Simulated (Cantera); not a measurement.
What does this Cantera script print?

```python
import numpy as np
import cantera as ct

gas_names = [...]  # 45 gases of nasa_gas.yaml made of Al, Cl, H, N, O
cond_names = """
    AL(cr) AL(L) ALCL3(s) ALCL3(L) ALN(s) AL2O3(a) AL2O3(L) H2O(s) H2O(L) NH4CL(a) NH4CL(b)
""".split()


# ... load() reads the species with a 1 bar reference pressure and builds the phases ...
atoms = {
    'AlCl3': {'AL': 1, 'CL': 3},
    'NH3': {'N': 1, 'H': 3},
    'N2': {'N': 2},
    'O2': {'O': 2},
}
top_T = {'ALN(s)': 2750}  # K; cautious upper limits of use, not melting points


# ... equilibrate(T, P, feed) seeds the gas with the atoms and calls Mixture.equilibrate('TP', solver="vcs", rtol=1e-11, max_steps=5000) ...
results = []
T = 948.15  # K
P = 133.322  # Pa
for m in [4, 5.8, 8.6, 13, 19, 28, 41, 60, 88]:
    feed = {'AlCl3': 1, 'NH3': m, 'N2': 140, 'O2': 0.41}  # mol
    mix = equilibrate(T, P, feed)
    results.append((T, P, feed, dict(zip(mix.species_names, mix.species_moles))))

top = {s: max(r[3][s] / sum(r[3][g] for g in gas_names) for r in results) for s in gas_names}
cols = sorted((s for s in top if top[s] > 0.0001), key=lambda s: -top[s])[:5]
seen = [c for c in cond_names if any(r[3].get(c, 0) > 1e-12 for r in results)]
print("log10 of partial pressures in bar; condensed amounts in mol")
print(f"{'n(NH3)':>10s}" + "".join(f"{s[:9]:>10s}" for s in cols + seen))
for T, P, feed, n in results:
    ng = sum(n[g] for g in gas_names)
    print(f"{feed['NH3']:10.4g}" + "".join(f"{np.log10(max(n[s] / ng * P / 1e5, 1e-99)):10.3f}" for s in cols)
          + "".join(f"{n.get(c, 0):10.4g}" for c in seen))
```

It prints:

```
log10 of partial pressures in bar; condensed amounts in mol
    n(NH3)        N2        H2       HCL     ALCL3    ALN(s)  AL2O3(a)
         4    -2.897    -4.341    -4.796    -5.444   0.05097    0.2733
       5.8    -2.905    -4.174    -4.750    -5.554    0.1333    0.2733
       8.6    -2.916    -4.005    -4.716    -5.700     0.216    0.2733
        13    -2.933    -3.837    -4.698    -5.890    0.2915    0.2733
        19    -2.954    -3.695    -4.701    -6.100    0.3466    0.2733
        28    -2.983    -3.562    -4.723    -6.352    0.3875    0.2733
        41    -3.019    -3.445    -4.764    -6.633    0.4143    0.2733
        60    -3.062    -3.345    -4.825    -6.944     0.431    0.2733
        88    -3.112    -3.261    -4.905    -7.285     0.441    0.2733
```

Method: chemical equilibrium by Gibbs-energy minimisation in Cantera with the NASA 1993 tables (ideal gas, pure condensed phases). Condensed phases not in the tables: AlOCl.
